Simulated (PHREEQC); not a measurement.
Consider water at 25 °C with 0.27 mol MnSO4 per kg of water. Closed to the air; pH follows from the charge balance.

All values are PHREEQC results (ion-association model, wateq4f.dat), not measurements.

Question: The ionic strength comes out as 0.532 mol/kgw. What activity coefficients do HSO4-, SO4-2, Mn+2, MnOH+ get?

Answer: HSO4- 0.66, SO4-2 0.20, Mn+2 0.24, MnOH+ 0.68.

Precipitation was switched off in this run. Species that the database lacks are ignored.
